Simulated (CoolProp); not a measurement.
Model: reference Helmholtz-energy equation of state, Schroeder 2014, in CoolProp.

Question: For ethanol, give the phase and the Z, cv (kJ/(kg K)), isothermal compressibility (1/MPa), viscosity (µPa s) at 402.4 K and 2.17 MPa; 402.4 K and 2.89 MPa; 402.4 K and 4.34 MPa.

Answer: 
- 402.4 K and 2.17 MPa: liquid; Z 0.0438, cv 2.78, isothermal compressibility 0.00291, viscosity 226
- 402.4 K and 2.89 MPa: liquid; Z 0.0582, cv 2.77, isothermal compressibility 0.00284, viscosity 228
- 402.4 K and 4.34 MPa: liquid; Z 0.0871, cv 2.77, isothermal compressibility 0.00271, viscosity 232

Viscosity comes from a separate model (Kiselev 2005).
